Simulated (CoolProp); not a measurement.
A simple Rankine cycle with R21: condensing at 327.15 K, boiler at 3.45 MPa, turbine inlet 465.5 K, turbine efficiency 0.8, pump efficiency 0.7, no recuperator. Each further row changes one setting.

The numbers come from the reference Helmholtz-energy equation of state, Platzer 1990 in CoolProp. This equation is an older, rougher fit; its heat capacities, sound speeds and derivatives of the liquid may be far off and weren't checked against measurements.

```json
[
 {"case": "as stated", "thermal efficiency (%)": "[?]", "net work (kJ/kg)": "[?]", "heat in (kJ/kg)": "278", "turbine exit temperature (K)": "361.6", "volume ratio over the turbine": "7.47"},
 {"case": "condensing temperature 319.15 K", "thermal efficiency (%)": "16.2", "net work (kJ/kg)": "46.5", "heat in (kJ/kg)": "[?]", "turbine exit temperature (K)": "352.8", "volume ratio over the turbine": "9.23"},
 {"case": "boiler pressure 2.42 MPa", "thermal efficiency (%)": "[?]", "net work (kJ/kg)": "38.7", "heat in (kJ/kg)": "291", "turbine exit temperature (K)": "384.6", "volume ratio over the turbine": "5.08"},
 {"case": "turbine efficiency 0.7", "thermal efficiency (%)": "13.0", "net work (kJ/kg)": "36.3", "heat in (kJ/kg)": "278", "turbine exit temperature (K)": "[?]", "volume ratio over the turbine": "[?]"}
]
```

Some entries are withheld; supply them.


- as stated, thermal efficiency (%): 15.1
- as stated, net work (kJ/kg): 41.9
- condensing temperature 319.15 K, heat in (kJ/kg): 287
- boiler pressure 2.42 MPa, thermal efficiency (%): 13.3
- turbine efficiency 0.7, turbine exit temperature (K): 369.6
- turbine efficiency 0.7, volume ratio over the turbine: 7.68
